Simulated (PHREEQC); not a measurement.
0.18 g of hydrous ferric oxide (600 m²/g; 0.2 weak and 0.005 strong sites per Fe, Dzombak-Morel constants, diffuse double layer) in 1 kg of water with 0.1 mol/kgw of an inert sodium salt, at 25 °C; the pH is set by adding NaOH or the inert anion's acid. Oxygen is held at 0.21 atm. No CO2 enters from the air. Nothing may precipitate in this run.

The numbers come from PHREEQC with the ion-association model, wateq4f.dat.

Q: Predict surface charge σ (C/m²), surface potential ψ (mV) at pH = 4.5, 7, 9.

A: 
| pH | surface charge σ (C/m²) | surface potential ψ (mV) |
|---|---|---|
| 4.5 | 0.273 | 138 |
| 7 | 0.045 | 52 |
| 9 | -0.034 | -42 |

Species that the database lacks are ignored. The oxide is taken as insoluble; below pH 4 it would dissolve.
